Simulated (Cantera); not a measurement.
Feed: 1 mol Al, 0.28 mol H2O, a varied amount of H2, equilibrated at 1723.15 K and 84.0 Pa.

Method: chemical equilibrium by Gibbs-energy minimisation in Cantera with the NASA 1993 tables (ideal gas, pure condensed phases). Candidate condensed phases: Al, Al2O3, H2O; 19 gas species. Rates play no part.

Question: Which condensed phases are stable at each of these points (n(H2) (mol)): 2.4, 3.1, 4.1, 5.3, 6.9, 9, 12, 15?

Answer: 
```json
[
 {"n(H2) (mol)": "2.4", "condensed phases": "gas only", "Al condensed (%)": "0.0"},
 {"n(H2) (mol)": "3.1", "condensed phases": "gas only", "Al condensed (%)": "0.0"},
 {"n(H2) (mol)": "4.1", "condensed phases": "gas only", "Al condensed (%)": "0.0"},
 {"n(H2) (mol)": "5.3", "condensed phases": "gas only", "Al condensed (%)": "0.0"},
 {"n(H2) (mol)": "6.9", "condensed phases": "gas only", "Al condensed (%)": "0.0"},
 {"n(H2) (mol)": "9", "condensed phases": "gas only", "Al condensed (%)": "0.0"},
 {"n(H2) (mol)": "12", "condensed phases": "Al2O3(s)", "Al condensed (%)": "0.4"},
 {"n(H2) (mol)": "15", "condensed phases": "Al2O3(s)", "Al condensed (%)": "1.0"}
]
```

From 2.4 mol H2 to 9 mol H2 nothing is condensed. From 12 mol H2 to 15 mol H2 the condensed part is Al2O3(s).
